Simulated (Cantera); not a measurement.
An adiabatic, constant-volume homogeneous reactor starts with CH4 : H2 : O2 : N2 = 1 : 0.61 : 4.27 : 17.9 (molar parts), at 1575 K and 43000 Pa. Integrator tolerance rtol = 1e-08.

Computed with Cantera and GRI-Mech 3.0 (53 species, 325 reactions).

What does this change do: pressure from 43000 Pa to 500000 Pa?


| quantity | before | after |
|---|---|---|
| time of steepest temperature rise | 0.258 ms | 31.0 µs |
| temperature at 2.00 s | 2584 K | 2693 K |
| equilibrium temperature | 2584 K | 2693 K |
| x(CH4) at 2.00 s | <1e-12 (gas-phase equilibrium <1e-12) | <1e-12 (gas-phase equilibrium <1e-12) |
| x(H2) at 2.00 s | 0.00375 (gas-phase equilibrium 0.00375) | 0.00185 (gas-phase equilibrium 0.00185) |
| x(O2) at 2.00 s | 0.0741 (gas-phase equilibrium 0.0741) | 0.0728 (gas-phase equilibrium 0.0728) |
| x(CO2) at 2.00 s | 0.0336 (gas-phase equilibrium 0.0336) | 0.0377 (gas-phase equilibrium 0.0377) |
| x(O) at 2.00 s | 0.00704 (gas-phase equilibrium 0.00704) | 0.00326 (gas-phase equilibrium 0.00326) |

What does this change do: H2 0.61 to 0.23 parts?


| quantity | before | after |
|---|---|---|
| time of steepest temperature rise | 0.258 ms | 0.531 ms |
| temperature at 2.00 s | 2584 K | 2534 K |
| equilibrium temperature | 2584 K | 2534 K |
| x(CH4) at 2.00 s | <1e-12 (gas-phase equilibrium <1e-12) | <1e-12 (gas-phase equilibrium <1e-12) |
| x(H2) at 2.00 s | 0.00375 (gas-phase equilibrium 0.00375) | 0.00248 (gas-phase equilibrium 0.00248) |
| x(O2) at 2.00 s | 0.0741 (gas-phase equilibrium 0.0741) | 0.0827 (gas-phase equilibrium 0.0827) |
| x(CO2) at 2.00 s | 0.0336 (gas-phase equilibrium 0.0336) | 0.0358 (gas-phase equilibrium 0.0358) |
| x(O) at 2.00 s | 0.00704 (gas-phase equilibrium 0.00704) | 0.00591 (gas-phase equilibrium 0.00591) |
